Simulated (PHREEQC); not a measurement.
Synthetic water in mg/kgw, 10 °C, pH 7.29:

```tsv
constituent	mg/kgw
Na	6670
K	4440
Ca	1980
Mg	1480
Cl	21300
S(6) as SO4	981
Alkalinity as HCO3	0.0116
```

Valence states are taken as typed.

The numbers come from PHREEQC with the Pitzer model, pitzer.dat.

This is a speciation only: nothing precipitates in the calculation.

Estimate the activity of water.

activity of water 0.982.

In which forms is C present?

HCO3- 91 %, CO2 7.9 %, CO3-2 0.5 % of the C.

Complexes and solids missing from the database can't appear. Constants without temperature data keep their 25 °C values here.
